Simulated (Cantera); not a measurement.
Feed: 1 mol CH2F2, 2.1 mol HCl, equilibrated at 0.133 bar.

Equilibrium computed with Cantera from the NASA thermochemical tables; the gas is ideal and each condensed phase is pure. Candidate condensed phases: C, C6H6, C7H8, C8H18; 118 gas species. Kinetics and transport are ignored. All values below are at 2273 K.

Base state: HF 0.475, HCl 0.449, Cl 0.0493, H2 0.0229, H 0.00348, Cl2 9.44e-5, C2H2 (acetylene) 8.65e-5, F 7.87e-5 (mole fractions); condensed: C(graphite).

What changes in the equilibrium state with this change: pressure from 0.133 bar to 30.0 mbar?


```tsv
species	before	after
HF	0.475	0.466
HCl	0.449	0.412
Cl	0.0493	0.0778
H2	0.0229	0.0344
H	0.00348	0.00899
Cl2	9.44e-5	5.30e-5
F	7.87e-5	0.000133
C2H2 (acetylene)	8.65e-5	0.000130
C(graphite), mol	0.999	0.999
```
